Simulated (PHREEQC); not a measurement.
Model water analysis in mg/kgw, 25 °C, pH 6.16, pe 8.3: Na 9.66; K 2.67; Ca 57.4; Mg 65.3; Cl 33.4; S(6) as SO4 82.8; Alkalinity as HCO3 364; O(0) (dissolved oxygen) 7.38; Sr 3.17; Cd 15.7.

Valence states are taken as typed.

All values are PHREEQC results (ion-association model, phreeqc.dat), not measurements.

Question: The ionic strength comes out as 0.0127 mol/kgw. What activity coefficients do CdCl+, Sr+2, HCO3-, CdHCO3+, Mg+2 get?

Answer: CdCl+ 0.89, Sr+2 0.64, HCO3- 0.90, CdHCO3+ 0.89, Mg+2 0.65.

This is a speciation only: nothing precipitates in the calculation. Saturation is exceeded, for instance for Otavite; the values hold only as long as no solid forms.
